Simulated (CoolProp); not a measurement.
Saturation properties of methane (Tc = 190.6 K, pc = 4599 kPa, ω = 0.011).

The numbers come from the reference Helmholtz-energy equation of state, Setzmann 1991 in CoolProp.

| T (K) | p (kPa) | liquid cp (kJ/(kg K)) | surface tension (mN/m) | liquid viscosity (µPa s) | vapour viscosity (µPa s) | liquid conductivity (mW/(m K)) |
|---|---|---|---|---|---|---|
| 110.8 | 94.28 | 3.475 | 13.1 | 119 | 4.21 | 185 |
| 115.4 | 136.4 | 3.510 | 12.2 | 108 | 4.40 | … |
| 120 | 191.4 | 3.549 | 11.3 | 98.1 | 4.58 | 172 |
| 124.6 | 261.8 | 3.595 | 10.4 | 89.7 | 4.77 | 166 |
| 129.2 | 350.0 | 3.648 | 9.56 | 82.4 | 4.95 | 159 |
| 133.8 | 458.4 | 3.710 | 8.70 | … | 5.14 | 152 |
| 138.4 | 589.7 | 3.784 | 7.85 | 70.0 | 5.34 | 146 |
| 143 | 746.4 | 3.873 | 7.02 | … | 5.55 | 139 |
| 147.6 | 931.4 | 3.981 | 6.20 | 59.8 | 5.77 | 133 |
| 152.1 | 1142 | 4.112 | 5.42 | 55.3 | 6.00 | … |
| 156.7 | 1391 | 4.282 | 4.64 | 51.0 | 6.27 | 120 |
| 161.3 | 1677 | … | … | 47.0 | 6.57 | 113 |
| 165.9 | 2002 | 4.808 | 3.15 | 43.0 | 6.92 | 107 |
| 170.5 | 2371 | 5.244 | 2.44 | 39.2 | 7.35 | 99.8 |
| 175.1 | 2786 | 5.929 | 1.77 | … | 7.89 | 93.0 |

**Question.** Some entries are withheld; supply them.

**Answer.** 
- 115.4, liquid conductivity (mW/(m K)): 179
- 133.8, liquid viscosity (µPa s): 75.9
- 143, liquid viscosity (µPa s): 64.7
- 152.1, liquid conductivity (mW/(m K)): 126
- 161.3, liquid cp (kJ/(kg K)): 4.505
- 161.3, surface tension (mN/m): 3.88
- 175.1, liquid viscosity (µPa s): 35.3

It boils at 111.7 K under 1 atm.

Viscosity comes from a separate model (Quiñones-Cisneros 2006). Thermal conductivity comes from a separate model (Friend 1989). Surface tension comes from a separate correlation (Mulero 2012).
